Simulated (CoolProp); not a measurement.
A single-stage vapour-compression cycle with R507A: evaporating at 229.15 K (dew point), condensing at 277.15 K (bubble point), superheat 2 K, subcooling 0 K, compressor efficiency 0.85, no pressure losses. Each further row changes one setting.

Values from CoolProp's reference Helmholtz-energy equation of state, Lemmon 2003. It is a pseudo-pure fit of the blend.

```json
[
 {"case": "as stated", "cooling COP": "3.16", "pressure ratio": "6.13", "discharge temperature (K)": "294.5", "refrigerating effect (kJ/kg)": "134", "volumetric capacity (kJ/m³)": "835"},
 {"case": "evaporating temperature 234.15 K", "cooling COP": "[?]", "pressure ratio": "4.88", "discharge temperature (K)": "292.2", "refrigerating effect (kJ/kg)": "137", "volumetric capacity (kJ/m³)": "1060"},
 {"case": "condensing temperature 272.15 K", "cooling COP": "3.66", "pressure ratio": "[?]", "discharge temperature (K)": "288.6", "refrigerating effect (kJ/kg)": "141", "volumetric capacity (kJ/m³)": "878"},
 {"case": "subcooling 5 K", "cooling COP": "3.33", "pressure ratio": "6.13", "discharge temperature (K)": "294.5", "refrigerating effect (kJ/kg)": "141", "volumetric capacity (kJ/m³)": "878"},
 {"case": "superheat 12 K", "cooling COP": "3.18", "pressure ratio": "6.13", "discharge temperature (K)": "304.9", "refrigerating effect (kJ/kg)": "[?]", "volumetric capacity (kJ/m³)": "841"},
 {"case": "compressor efficiency 0.75", "cooling COP": "[?]", "pressure ratio": "6.13", "discharge temperature (K)": "300.2", "refrigerating effect (kJ/kg)": "134", "volumetric capacity (kJ/m³)": "835"}
]
```

Fill in the missing entries.


- evaporating temperature 234.15 K, cooling COP: 3.70
- condensing temperature 272.15 K, pressure ratio: 5.24
- superheat 12 K, refrigerating effect (kJ/kg): 142
- compressor efficiency 0.75, cooling COP: 2.79
